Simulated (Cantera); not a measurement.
Cantera run:

```python
import numpy as np
import cantera as ct

gas_names = """
    CL CLO CL2 Mg MgCL MgCL2 MgO Mg2 O O2 O3 Ti TiCL TiCL2 TiCL3 TiCL4 TiO TiOCL TiOCL2 TiO2
""".split()
cond_names = """
    Mg(cr) Mg(L) MgCL2(s) MgCL2(L) MgO(s) MgO(L) MgTiO3(s) MgTiO3(L) MgTi2O5(s) MgTi2O5(L) Mg2TiO4(s)
    Mg2TiO4(L) Ti(a) Ti(b) Ti(L) TiCL2(s) TiCL3(s) TiCL4(L) TiO(a) TiO(b) TiO(L) TiO2(ru) TiO2(L)
    Ti2O3(a) Ti2O3(b) Ti2O3(L) Ti3O5(a) Ti3O5(b) Ti3O5(L) Ti4O7(s) Ti4O7(L)
""".split()


# ... load() reads the species with a 1 bar reference pressure and builds the phases ...
atoms = {
    'TiO2': {'Ti': 1, 'O': 2},
    'MgCl2': {'Mg': 1, 'CL': 2},
    'O2': {'O': 2},
}
top_T = {'TiCL2(s)': 1300, 'TiCL3(s)': 1000}  # K; cautious upper limits of use, not melting points


# ... equilibrate(T, P, feed) seeds the gas with the atoms and calls Mixture.equilibrate('TP', solver="vcs", rtol=1e-11, max_steps=5000) ...
results = []
T = 1698.15  # K
P = 133.322  # Pa
for m in [0.17, 0.27, 0.43, 0.69, 1.1, 1.8, 2.8]:
    feed = {'TiO2': 1, 'MgCl2': 0.31, 'O2': m}  # mol
    mix = equilibrate(T, P, feed)
    results.append((T, P, feed, dict(zip(mix.species_names, mix.species_moles))))

top = {s: max(r[3][s] / sum(r[3][g] for g in gas_names) for r in results) for s in gas_names}
cols = sorted((s for s in top if top[s] > 1e-06), key=lambda s: -top[s])[:8]
seen = [c for c in cond_names if any(r[3].get(c, 0) > 1e-12 for r in results)]
print("log10 of partial pressures in bar; condensed amounts in mol")
print(f"{'n(O2)':>10s}" + "".join(f"{s[:9]:>10s}" for s in cols + seen))
for T, P, feed, n in results:
    ng = sum(n[g] for g in gas_names)
    print(f"{feed['O2']:10.4g}" + "".join(f"{np.log10(max(n[s] / ng * P / 1e5, 1e-99)):10.3f}" for s in cols)
          + "".join(f"{n.get(c, 0):10.4g}" for c in seen))
```

Output:

```
log10 of partial pressures in bar; condensed amounts in mol
     n(O2)        O2        CL     MgCL2       CL2         O       CLO    TiOCL2     TiCL4 MgTi2O5(s  TiO2(ru)
      0.17    -3.828    -3.031    -3.642    -4.620    -6.272    -6.652    -7.602    -7.914    0.2116    0.5769
      0.27    -3.532    -3.058    -3.846    -4.675    -6.124    -6.531    -7.806    -8.321    0.2364    0.5272
      0.43    -3.328    -3.119    -4.068    -4.796    -6.022    -6.490    -8.028    -8.766     0.255    0.4899
      0.69    -3.183    -3.209    -4.322    -4.978    -5.950    -6.508    -8.283    -9.275    0.2698    0.4604
       1.1    -3.082    -3.325    -4.604    -5.209    -5.899    -6.573    -8.564    -9.838    0.2812    0.4376
       1.8    -3.009    -3.472    -4.934    -5.502    -5.863    -6.683    -8.894   -10.498    0.2903    0.4193
       2.8    -2.965    -3.621    -5.254    -5.800    -5.840    -6.810    -9.214   -11.139    0.2964    0.4072
```

Equilibrium computed with Cantera from the NASA thermochemical tables; the gas is ideal and each condensed phase is pure. Mutual solubility and eutectic melting of coexisting phases are not modelled. Condensed phases not in the tables: alloys, solid solutions and most ternary compounds.
